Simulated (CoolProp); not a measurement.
The fluoroketone C6F12O (FK-5-1-12) at several states: density (kg/m³) from the reference equation and from simpler models built on Tc = 168.7 °C, pc = 1869 kPa, ω = 0.471; each cubic takes its own stable root.

The numbers come from the reference Helmholtz-energy equation of state, McLinden 2015 in CoolProp.

```csv
T (°C),p (kPa),phase,reference
178.25,1870,supercritical,291.8
-26.95,91,liquid,1750
-30.65,197,liquid,1761
173.25,81.2,gas,7.018
```

Task: How far does each simpler model (van der Waals, Redlich-Kwong, Peng-Robinson) lie from the reference over these 4 states: mean and median of the absolute difference, and the worst?

Result: 
- van der Waals: mean 35.9 %, median 22.1 %, worst -99.1 % at -26.95 °C and 91 kPa
- Redlich-Kwong: mean 7.2 %, median 7.5 %, worst -13.9 % at -26.95 °C and 91 kPa
- Peng-Robinson: mean 1.5 %, median 1.9 %, worst +2.1 % at -26.95 °C and 91 kPa

At some of these states van der Waals gives the other phase, because its saturation line lies elsewhere.
